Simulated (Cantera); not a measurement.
## Stirred combustor or abatement burner

A perfectly stirred reactor is fed with 37.0 % H2, 13.2 % O2, 49.6 % N2, 0.159 % NO, at 100000 Pa; it is adiabatic with a 575 K inlet, and is followed from long to short residence time, starting on the burning branch (τ in s: 0.19, 0.069, 0.026, 0.0096, 0.0036, 0.0013, 0.0005, 0.00019, 6.9e-05, 2.6e-05, 9.6e-06).

Detailed kinetics in Cantera: GRI-Mech 3.0 (53 species, 325 reactions). The mechanism lacks 2 NO + O2 → 2 NO2 and HONO, so NO2 and the effect of NO are under-described below about 1400 K.

```csv
τ (s),T (K),x H2,x O2,x NO,x N2,x H2O2,x O,x N2O
0.19,2469,0.119,0.000192,0.000609,0.569,2.79e-8,0.000180,2.63e-8
0.069,2464,0.119,0.000221,0.000706,0.569,3.06e-8,0.000201,2.75e-8
0.026,2451,0.119,0.000293,0.000881,0.568,3.69e-8,0.000255,2.93e-8
0.0096,2424,0.118,0.000471,0.00114,0.567,5.06e-8,0.000395,3.03e-8
0.0036,2373,0.118,0.000871,0.00143,0.564,7.51e-8,0.000725,2.87e-8
0.0013,2287,0.117,0.00174,0.00166,0.560,1.18e-7,0.00146,2.56e-8
0.00050,2169,0.115,0.00322,0.00175,0.554,1.94e-7,0.00271,2.45e-8
0.00019,2012,0.112,0.00557,0.00177,0.547,3.64e-7,0.00451,2.59e-8
6.9e-5,1815,0.110,0.00933,0.00174,0.538,8.10e-7,0.00656,2.88e-8
2.6e-5,1607,0.113,0.0162,0.00171,0.529,1.77e-6,0.00790,3.24e-8
9.6e-6,1320,0.177,0.0470,0.00166,0.519,3.03e-6,0.00619,4.31e-8
```
x: mole fraction; the columns are a selection and need not sum to one.
